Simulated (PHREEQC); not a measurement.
1 kg of water holding 0.25 mol KCl, 0.009 mol SrCl2, 0.038 mol CaCl2, 0.011 mol NaCl and 0.0043 mol MgCl2 is evaporated at 25 °C; the solids stay in contact with the brine. CO2 from the air is kept out. Only these solids could form: Bischofite, Brucite, Carnallite, Halite, Portlandite, Sylvite, MgCl2_4H2O.

Computed with PHREEQC (Pitzer model, pitzer.dat).

```json
[
 {"water left (kg)": "1", "ionic strength": "0.415", "water activity": "0.989", "Sylvite (mol)": "0", "Halite (mol)": "0", "Sr in solution (mol/kgw)": "0.00900", "Ca in solution (mol/kgw)": "0.0380"},
 {"water left (kg)": "0.8219", "ionic strength": "0.505", "water activity": "0.987", "Sylvite (mol)": "0", "Halite (mol)": "0", "Sr in solution (mol/kgw)": "0.0109", "Ca in solution (mol/kgw)": "0.0462"},
 {"water left (kg)": "0.5552", "ionic strength": "0.747", "water activity": "0.981", "Sylvite (mol)": "0", "Halite (mol)": "0", "Sr in solution (mol/kgw)": "0.0162", "Ca in solution (mol/kgw)": "0.0684"},
 {"water left (kg)": "0.4563", "ionic strength": "0.909", "water activity": "(withheld)", "Sylvite (mol)": "0", "Halite (mol)": "0", "Sr in solution (mol/kgw)": "0.0197", "Ca in solution (mol/kgw)": "0.0833"},
 {"water left (kg)": "0.375", "ionic strength": "1.11", "water activity": "0.971", "Sylvite (mol)": "0", "Halite (mol)": "0", "Sr in solution (mol/kgw)": "0.0240", "Ca in solution (mol/kgw)": "0.101"},
 {"water left (kg)": "0.3082", "ionic strength": "1.35", "water activity": "0.965", "Sylvite (mol)": "0", "Halite (mol)": "0", "Sr in solution (mol/kgw)": "0.0292", "Ca in solution (mol/kgw)": "0.123"},
 {"water left (kg)": "0.2082", "ionic strength": "1.99", "water activity": "0.948", "Sylvite (mol)": "0", "Halite (mol)": "0", "Sr in solution (mol/kgw)": "0.0432", "Ca in solution (mol/kgw)": "0.182"},
 {"water left (kg)": "0.1711", "ionic strength": "2.42", "water activity": "0.936", "Sylvite (mol)": "0", "Halite (mol)": "0", "Sr in solution (mol/kgw)": "0.0526", "Ca in solution (mol/kgw)": "0.222"},
 {"water left (kg)": "0.1407", "ionic strength": "2.95", "water activity": "0.921", "Sylvite (mol)": "0", "Halite (mol)": "0", "Sr in solution (mol/kgw)": "0.0640", "Ca in solution (mol/kgw)": "0.270"},
 {"water left (kg)": "0.1156", "ionic strength": "3.59", "water activity": "0.902", "Sylvite (mol)": "0", "Halite (mol)": "0", "Sr in solution (mol/kgw)": "0.0778", "Ca in solution (mol/kgw)": "0.329"},
 {"water left (kg)": "0.07809", "ionic strength": "(withheld)", "water activity": "0.849", "Sylvite (mol)": "0", "Halite (mol)": "0", "Sr in solution (mol/kgw)": "0.115", "Ca in solution (mol/kgw)": "0.487"},
 {"water left (kg)": "0.06418", "ionic strength": "6.25", "water activity": "0.821", "Sylvite (mol)": "0.0138", "Halite (mol)": "0", "Sr in solution (mol/kgw)": "0.140", "Ca in solution (mol/kgw)": "0.592"},
 {"water left (kg)": "0.05275", "ionic strength": "6.58", "water activity": "0.814", "Sylvite (mol)": "0.0678", "Halite (mol)": "0", "Sr in solution (mol/kgw)": "0.171", "Ca in solution (mol/kgw)": "0.720"},
 {"water left (kg)": "0.04335", "ionic strength": "6.99", "water activity": "0.804", "Sylvite (mol)": "0.112", "Halite (mol)": "0", "Sr in solution (mol/kgw)": "0.208", "Ca in solution (mol/kgw)": "0.877"},
 {"water left (kg)": "0.0293", "ionic strength": "8.15", "water activity": "0.771", "Sylvite (mol)": "0.176", "Halite (mol)": "0", "Sr in solution (mol/kgw)": "0.307", "Ca in solution (mol/kgw)": "1.30"},
 {"water left (kg)": "0.02407", "ionic strength": "(withheld)", "water activity": "0.743", "Sylvite (mol)": "0.199", "Halite (mol)": "0", "Sr in solution (mol/kgw)": "0.374", "Ca in solution (mol/kgw)": "1.58"},
 {"water left (kg)": "0.01979", "ionic strength": "10.1", "water activity": "0.704", "Sylvite (mol)": "(withheld)", "Halite (mol)": "0", "Sr in solution (mol/kgw)": "0.455", "Ca in solution (mol/kgw)": "1.92"},
 {"water left (kg)": "0.01627", "ionic strength": "11.5", "water activity": "(withheld)", "Sylvite (mol)": "0.228", "Halite (mol)": "0", "Sr in solution (mol/kgw)": "0.553", "Ca in solution (mol/kgw)": "2.34"},
 {"water left (kg)": "0.01099", "ionic strength": "15.2", "water activity": "(withheld)", "Sylvite (mol)": "0.242", "Halite (mol)": "0.00604", "Sr in solution (mol/kgw)": "0.819", "Ca in solution (mol/kgw)": "3.46"},
 {"water left (kg)": "0.00903", "ionic strength": "17.8", "water activity": "0.399", "Sylvite (mol)": "0.245", "Halite (mol)": "0.00921", "Sr in solution (mol/kgw)": "0.997", "Ca in solution (mol/kgw)": "4.21"}
]
```

What belongs in the gaps?


- 0.4563, water activity: 0.976
- 0.07809, ionic strength: 5.31
- 0.02407, ionic strength: 8.99
- 0.01979, Sylvite (mol): 0.216
- 0.01627, water activity: 0.648
- 0.01099, water activity: 0.499
